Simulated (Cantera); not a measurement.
An isothermal, constant-pressure homogeneous reactor starts with N2O : H2 : N2 = 1 : 0.0063 : 0.57 (molar parts), at 1273 K and 0.00711 atm.

Computed with Cantera and GRI-Mech 3.0 (53 species, 325 reactions). GRI-Mech 3.0 was tuned for natural gas; its chemistry of N2O as a main component is partial and can be far from experiment. Radical loss at walls, strong at low pressure, is not modelled. The mechanism lacks the step 2 NO + O2 → 2 NO2, which can matter for NO2 below about 1400 K. The temperature is held fixed by assumption; the heat of reaction is taken as removed at once.

x: mole fraction; the columns are a selection and need not sum to one.

```csv
t (s),x N2O,x H2,x OH,x H2O,x NO2
0.000200,0.634,0.00400,2.84e-8,1.35e-9,<1e-12
0.000577,0.634,0.00400,2.41e-7,3.45e-8,<1e-12
0.00167,0.634,0.00400,1.52e-6,6.98e-7,1.26e-12
0.00480,0.634,0.00398,6.21e-6,9.66e-6,2.39e-10
0.0139,0.634,0.00390,1.71e-5,8.94e-5,2.26e-8
0.0400,0.633,0.00342,3.08e-5,0.000550,8.09e-7
0.115,0.631,0.00212,3.23e-5,0.00185,7.13e-6
0.333,0.626,0.000676,2.26e-5,0.00330,3.47e-5
0.961,0.617,?,1.39e-5,0.00389,?
2.77,0.593,6.95e-7,1.29e-5,0.00393,0.000145
8.00,?,?,?,0.00384,?
```

**Question.** What belongs in the gaps?

**Answer.** 
- 0.961, x H2: 7.94e-5
- 0.961, x NO2: 9.92e-5
- 8.00, x N2O: 0.531
- 8.00, x H2: 1.90e-8
- 8.00, x OH: 1.41e-5
- 8.00, x NO2: 0.000158
